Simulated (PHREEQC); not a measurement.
**Acid rinse or clean: speciation**

Solution (25 °C): 1.4 mol HCl and 0.00088 mol NiCl2 per kg of water. Closed to the air; pH follows from the charge balance.

All values are PHREEQC results (ion-association model, wateq4f.dat), not measurements.

Each row changes one thing in this solution. No solid was allowed to form.

| case | pH | ionic strength (mol/kgw) | NiCl2 (mol/kgw) | NiCl+ (mol/kgw) | Ni+2 (mol/kgw) |
|---|---|---|---|---|---|
| as made | -0.01 | 1.40 | 0.000453 | 0.000244 | 0.000183 |
| HCl left out | 6.48 | 0.00263 | 1.76e-8 | 3.09e-6 | 0.000877 |
| 0.16 mol/kgw NiSO4 added | 0.04 | 1.42 | [?] | 0.0456 | 0.0390 |
| temperature from 25 to 80 °C | 0.00 | 1.40 | 0.000426 | 0.000247 | 0.000207 |
| temperature from 25 to 30 °C | -0.01 | 1.40 | 0.000451 | 0.000244 | 0.000184 |
| temperature from 25 to 40 °C | -0.01 | 1.40 | 0.000447 | 0.000245 | 0.000188 |
| HCl from 1.4 to 2.8 mol/kgw | [?] | 2.80 | 0.000682 | 0.000177 | 2.10e-5 |

Task: Fill in the missing entries.

Result: 
- 0.16 mol/kgw NiSO4 added, NiCl2 (mol/kgw): 0.0732
- HCl from 1.4 to 2.8 mol/kgw, pH: -0.30

The ionic strength passes 0.7 mol/kgw, the rough limit of the ion-association models, in as made; 0.16 mol/kgw NiSO4 added; temperature from 25 to 80 °C; temperature from 25 to 30 °C; temperature from 25 to 40 °C; HCl from 1.4 to 2.8 mol/kgw. Away from 25 °C the constants follow the database's enthalpies or fits; those with neither stay at their 25 °C values.
